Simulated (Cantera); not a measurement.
A perfectly stirred reactor is fed with C₂H₆ : N₂ = 1 : 2.9 (molar parts), at 79.0 Pa; it is held at 1300 K, and followed from long to short residence time.

Computed with Cantera and GRI-Mech 3.0 (53 species, 325 reactions). GRI-Mech 3.0 stops at C3 and has no aromatics, soot or wall deposition, so with more carbon than oxygen in the feed, carbon stays in small species such as C2H2 where larger ones or solid carbon would form. Radical loss at walls, strong at low pressure, is not modelled.

### Question
What does this change do: temperature 1300 to 1050 K?

### Answer
| quantity | before | after |
|---|---|---|
| x(C₂H₆) at τ = 6.10 s | 0.00843 | 0.211 |
| x(CH₄) at τ = 6.10 s | 0.0998 | 0.00559 |
| x(CH₂) at τ = 6.10 s | 2.34e-7 | 2.91e-10 |
| x(C₂H₂) at τ = 6.10 s | 0.0939 | 0.000486 |
| x(HCN) at τ = 6.10 s | 1.21e-8 | <1e-12 |
| x(C₂H₆) at τ = 90.0 ms | 0.189 | 0.256 |
| x(CH₄) at τ = 90.0 ms | 0.0190 | 7.35e-6 |
| x(CH₂) at τ = 90.0 ms | 8.55e-7 | 2.23e-12 |
| x(C₂H₂) at τ = 90.0 ms | 0.00210 | 6.60e-10 |
| x(HCN) at τ = 90.0 ms | 2.61e-9 | <1e-12 |

### Question
What does this change do: N2 2.9 to 0.96 parts?

### Answer
```csv
quantity,before,after
x(C₂H₆) at τ = 6.10 s,0.00843,0.0120
x(CH₄) at τ = 6.10 s,0.0998,0.169
x(CH₂) at τ = 6.10 s,2.34e-7,1.94e-7
x(C₂H₂) at τ = 6.10 s,0.0939,0.150
x(HCN) at τ = 6.10 s,1.21e-8,3.79e-9
x(C₂H₆) at τ = 90.0 ms,0.189,0.321
x(CH₄) at τ = 90.0 ms,0.0190,0.0536
x(CH₂) at τ = 90.0 ms,8.55e-7,1.01e-6
x(C₂H₂) at τ = 90.0 ms,0.00210,0.00641
x(HCN) at τ = 90.0 ms,2.61e-9,1.08e-9
```
